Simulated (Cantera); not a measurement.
A closed system holds: 1 mol Si, 0.46 mol CO, 56 mol H₂, 0.83 mol H₂O, equilibrated at 101000 Pa.

These are equilibrium values from Cantera (NASA tables, ideal gas, pure condensed phases), not measurements of a reactor. Candidate condensed phases: C, C₆H₆, C₇H₈, C₈H₁₈, H₂O, Si, SiC, SiO₂; 123 gas species. Mutual solubility and eutectic melting of coexisting phases are not modelled. The tables hold silica as quartz up to 1696 K and as liquid above; real silica turns to tridymite and cristobalite and melts near 1996 K. Gases not in the tables: Si₂H₆ and higher silanes. Equilibrium is a limit: real reactors are often held back by kinetics, nucleation or transport.

Problem. What share of the Si ends up in condensed phases as a function of T (K), at 1475, 1500, 1525, 1550, 1575, 1600, 1625, 1650, 1675, 1700, 1725, 1750, 1775, 1800?

Solution. 
| T (K) | Si condensed (%) | as |
|---|---|---|
| 1475 | 99.6 | SiC(s) + SiO₂(β-quartz) |
| 1500 | 99.3 | SiC(s) + SiO₂(β-quartz) |
| 1525 | 98.7 | SiC(s) + SiO₂(β-quartz) |
| 1550 | 97.8 | SiC(s) + SiO₂(β-quartz) |
| 1575 | 96.1 | SiC(s) + SiO₂(β-quartz) |
| 1600 | 93.4 | SiC(s) + SiO₂(β-quartz) |
| 1625 | 89.2 | SiC(s) + SiO₂(β-quartz) |
| 1650 | 82.7 | SiC(s) + SiO₂(β-quartz) |
| 1675 | 73.1 | SiC(s) + SiO₂(β-quartz) |
| 1700 | 59.1 | SiC(s) + SiO₂(condensed) |
| 1725 | 39.5 | SiC(s) + SiO₂(condensed) |
| 1750 | 11.9 | SiC(s) + SiO₂(condensed) |
| 1775 | 8.5 | SiC(s) |
| 1800 | 8.4 | SiC(s) |
